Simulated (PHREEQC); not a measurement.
**Copper plating or etch bath: speciation**

Dissolve 0.01 mol/kgw Cu(BF4)2 and 0.00017 mol/kgw HCl at 25 °C. Closed to the air; pH follows from the charge balance.

Model: ion-association model, wateq4f.dat, run in PHREEQC.

Precipitation was switched off in this run.

Q: What pH, ionic strength does the model give?

A: pH 2.84; ionic strength 0.0312 mol/kgw.

Q: In which forms is Cl present?

A: Cl- 99 %, CuCl+ 1.4 % of the Cl.

Real BF4- forms and hydrolyses slowly; the run takes it at equilibrium.
